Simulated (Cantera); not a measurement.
Feed: 1 mol C2H6, 0.89 mol O2, at 0.0100 bar.

These are equilibrium values from Cantera (NASA tables, ideal gas, pure condensed phases), not measurements of a reactor. Candidate condensed phases: C, C6H6, C7H8, C8H18, H2O; 110 gas species. Equilibrium is a limit: real reactors are often held back by kinetics, nucleation or transport.

x: gas mole fraction; n: condensed amount in mol.

| T (K) | x H2 | x CO | x CO2 | x H2O | x CH4 | x H | n C(graphite) |
|---|---|---|---|---|---|---|---|
| 723 | 0.636 | 0.0916 | 0.131 | 0.119 | 0.0216 | <1e-12 | ? |
| 823 | 0.639 | 0.292 | 0.0408 | 0.0247 | 0.00381 | 5.86e-11 | ? |
| 923 | 0.628 | 0.364 | 0.00417 | 0.00353 | 0.000916 | 1.94e-9 | ? |
| 1023 | 0.627 | 0.371 | 0.000493 | 0.000637 | 0.000295 | 3.28e-8 | 0.224 |
| 1123 | 0.627 | 0.372 | 8.36e-5 | 0.000154 | 0.000116 | 3.37e-7 | 0.221 |
| 1223 | 0.628 | 0.372 | 1.91e-5 | 4.69e-5 | 5.25e-5 | 2.38e-6 | 0.220 |
| 1323 | 0.628 | 0.372 | 5.48e-6 | 1.71e-5 | 2.68e-5 | 1.26e-5 | 0.220 |
| 1423 | 0.628 | 0.372 | 1.89e-6 | 7.21e-6 | 1.50e-5 | 5.26e-5 | 0.220 |
| 1523 | 0.627 | 0.372 | 7.53e-7 | 3.41e-6 | 9.07e-6 | 0.000183 | 0.220 |
| 1623 | 0.627 | 0.372 | 3.39e-7 | 1.77e-6 | 5.83e-6 | 0.000547 | 0.220 |

What belongs in the gaps?


- 723, n C(graphite): 1.08
- 823, n C(graphite): 0.496
- 923, n C(graphite): 0.252
